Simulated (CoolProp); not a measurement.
Properties of the fluoroketone C6F12O (FK-5-1-12) along the isotherm 500 K.

The numbers come from the reference Helmholtz-energy equation of state, McLinden 2015 in CoolProp.

```json
[
 {"p (MPa)": "2.08", "phase": "supercritical", "density (kg/m³)": "216.6", "cp (kJ/(kg K))": "1.192"},
 {"p (MPa)": "4.15", "phase": "supercritical", "density (kg/m³)": "633.2", "cp (kJ/(kg K))": "1.460"},
 {"p (MPa)": "6.23", "phase": "supercritical", "density (kg/m³)": "867.7", "cp (kJ/(kg K))": "1.341"},
 {"p (MPa)": "8.31", "phase": "supercritical", "density (kg/m³)": "974.2", "cp (kJ/(kg K))": "1.290"},
 {"p (MPa)": "10.4", "phase": "supercritical", "density (kg/m³)": "1042", "cp (kJ/(kg K))": "1.263"},
 {"p (MPa)": "12.5", "phase": "supercritical", "density (kg/m³)": "1091", "cp (kJ/(kg K))": "1.247"},
 {"p (MPa)": "14.5", "phase": "supercritical", "density (kg/m³)": "1129", "cp (kJ/(kg K))": "1.236"},
 {"p (MPa)": "16.6", "phase": "supercritical", "density (kg/m³)": "1161", "cp (kJ/(kg K))": "1.227"},
 {"p (MPa)": "18.7", "phase": "supercritical", "density (kg/m³)": "1189", "cp (kJ/(kg K))": "1.221"}
]
```
